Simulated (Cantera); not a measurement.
Input (Python, Cantera) and output of one run.

```python
import numpy as np
import cantera as ct

gas_names = """
    B BN BO BO2 B2 B2O B2O2 B2O3 N NO NO2 NO3 N2 N2O O O2 O3
""".split()
cond_names = """
    B(b) B(L) BN(s) B2O3(L)
""".split()


def load(file, names, dense=False):
    # The tables refer to 1 bar. Condensed volumes are neglected.
    table = {s.name: s for s in ct.Species.list_from_file(file)}
    out = []
    for n in names:
        d = dict(table[n].input_data)
        d["thermo"] = dict(d["thermo"], **{"reference-pressure": 1e5})
        if dense:
            d["equation-of-state"] = {"model": "constant-volume", "density": "1e6 g/cm^3"}
        out.append(ct.Species.from_dict(d))
    return out


gas = ct.Solution(thermo="ideal-gas", species=load("nasa_gas.yaml", gas_names))
cond = {s.name: ct.Solution(thermo="fixed-stoichiometry", species=[s], name=s.name)
        for s in load("nasa_condensed.yaml", cond_names, dense=True)}
atoms = {
    'B2O3': {'B': 2, 'O': 3},
    'O2': {'O': 2},
    'N2': {'N': 2},
}
top_T = {'BN(s)': 3200}  # K; cautious upper limits of use, not melting points


def equilibrate(T, P, feed):
    n = {}
    for name, mol in feed.items():
        for a, k in atoms[name].items():
            n[a] = n.get(a, 0.0) + k * mol
    gas.TPX = T, P, n
    mass = sum(n.values()) * gas.mean_molecular_weight
    gas.equilibrate("TP")
    valid = [c for c in cond.values() if c.min_temp <= T <= top_T.get(c.name, c.max_temp)]
    mix = ct.Mixture([(gas, mass / gas.mean_molecular_weight)] + [(c, 0.0) for c in valid])
    mix.T, mix.P = T, P
    mix.equilibrate("TP", solver="vcs", rtol=1e-11, max_steps=5000)
    return mix


results = []
feed = {'B2O3': 1, 'O2': 3.3, 'N2': 1.6}  # mol
T = 2350  # K
P = 2700  # Pa
mix = equilibrate(T, P, feed)
results.append((T, P, feed, dict(zip(mix.species_names, mix.species_moles))))
print(gas.report(threshold=1e-06))
for i in range(1, mix.n_phases):
    print(f"{mix.phase(i).name:16s} {mix.phase_moles(i):12.5e} mol")
```

Result:

```
       temperature   2350 K
          pressure   2700 Pa
           density   0.0049631 kg/m^3
  mean mol. weight   35.917 kg/kmol
   phase of matter   gas

                          1 kg             1 kmol
                     ---------------   ---------------
          enthalpy       -7.2909e+05       -2.6187e+07  J
   internal energy       -1.2731e+06       -4.5726e+07  J
           entropy            9438.4        3.3899e+05  J/K
    Gibbs function       -2.2909e+07       -8.2282e+08  J
 heat capacity c_p              1324             47553  J/K
 heat capacity c_v            1092.5             39238  J/K

                      mass frac. Y      mole frac. X     chem. pot. / RT
                     ---------------   ---------------   ---------------
                BO         0.0012396         0.0016607           -39.047
               BO2           0.10265          0.086125           -55.879
              B2O2        1.0716e-05         7.178e-06           -78.095
              B2O3            0.2313           0.11933           -94.927
                NO           0.01265          0.015141           -33.072
               NO2         5.175e-06        4.0402e-06           -49.904
                N2            0.1978            0.2536           -32.481
                 O          0.012603          0.028293           -16.832
                O2           0.44174           0.49584           -33.664
     [   +8 minor]        1.9298e-07         2.957e-07

B(b)              0.00000e+00 mol
B(L)              0.00000e+00 mol
BN(s)             0.00000e+00 mol
B2O3(L)           0.00000e+00 mol
```

These are equilibrium values from Cantera (NASA tables, ideal gas, pure condensed phases), not measurements of a reactor.
